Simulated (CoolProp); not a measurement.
A simple Rankine cycle with R113: condensing at 329.15 K, boiler at 1.89 MPa, turbine inlet 499 K, turbine efficiency 0.6, pump efficiency 0.8, no recuperator. Each further row changes one setting.

Values from CoolProp's reference Helmholtz-energy equation of state, Marx 1992.

```json
[
 {"case": "as stated", "thermal efficiency (%)": "11.0", "net work (kJ/kg)": "28.1", "heat in (kJ/kg)": "254", "turbine exit temperature (K)": "443.5", "volume ratio over the turbine": "15.5"},
 {"case": "condensing temperature 321.15 K", "thermal efficiency (%)": "11.8", "net work (kJ/kg)": "30.8", "heat in (kJ/kg)": "?", "turbine exit temperature (K)": "439.6", "volume ratio over the turbine": "20.0"},
 {"case": "boiler pressure 1.32 MPa", "thermal efficiency (%)": "9.8", "net work (kJ/kg)": "25.6", "heat in (kJ/kg)": "260", "turbine exit temperature (K)": "454.1", "volume ratio over the turbine": "?"},
 {"case": "turbine efficiency 0.5", "thermal efficiency (%)": "?", "net work (kJ/kg)": "?", "heat in (kJ/kg)": "254", "turbine exit temperature (K)": "449.8", "volume ratio over the turbine": "15.8"}
]
```

### Question
Fill in the missing entries.

### Answer

- condensing temperature 321.15 K, heat in (kJ/kg): 262
- boiler pressure 1.32 MPa, volume ratio over the turbine: 10.3
- turbine efficiency 0.5, thermal efficiency (%): 9.1
- turbine efficiency 0.5, net work (kJ/kg): 23.1
